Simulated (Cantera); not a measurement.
Low-pressure radical oxidation in H2/O2

A perfectly stirred reactor is fed with 14.5 % H2, 85.5 % O2, at 20.0 Torr; it is held at 1075 K, and followed from long to short residence time.

Model: the H2/O2 subset of GRI-Mech 3.0, which has no nitrogen chemistry, integrated in Cantera. Radical loss at walls, strong at low pressure, is not modelled. The temperature is held fixed by assumption; the heat of reaction is taken as removed at once.

```json
[
 {"τ (s)": "19", "x H2": "7.79e-5", "x O2": "0.843", "x H": "4.57e-6", "x H2O2": "2.12e-7", "x OH": "0.000235", "x HO2": "1.89e-6"},
 {"τ (s)": "6.2", "x H2": "0.000160", "x O2": "0.843", "x H": "1.41e-5", "x H2O2": "2.94e-7", "x OH": "0.000341", "x HO2": "3.29e-6"},
 {"τ (s)": "2.0", "x H2": "0.000325", "x O2": "0.843", "x H": "4.36e-5", "x H2O2": "3.91e-7", "x OH": "0.000502", "x HO2": "5.43e-6"},
 {"τ (s)": "0.63", "x H2": "0.000659", "x O2": "0.842", "x H": "0.000138", "x H2O2": "5.02e-7", "x OH": "0.000751", "x HO2": "8.39e-6"},
 {"τ (s)": "0.20", "x H2": "0.00130", "x O2": "0.841", "x H": "0.000429", "x H2O2": "6.16e-7", "x OH": "0.00113", "x HO2": "1.20e-5"},
 {"τ (s)": "0.064", "x H2": "0.00252", "x O2": "0.838", "x H": "0.00131", "x H2O2": "7.28e-7", "x OH": "0.00173", "x HO2": "1.57e-5"},
 {"τ (s)": "0.021", "x H2": "0.00477", "x O2": "0.833", "x H": "0.00377", "x H2O2": "8.21e-7", "x OH": "0.00263", "x HO2": "1.89e-5"},
 {"τ (s)": "0.0066", "x H2": "0.00920", "x O2": "0.825", "x H": "0.0104", "x H2O2": "8.80e-7", "x OH": "0.00396", "x HO2": "2.09e-5"},
 {"τ (s)": "0.0021", "x H2": "0.0177", "x O2": "0.812", "x H": "0.0232", "x H2O2": "8.98e-7", "x OH": "0.00557", "x HO2": "2.09e-5"}
]
```
x: mole fraction; the columns are a selection and need not sum to one.
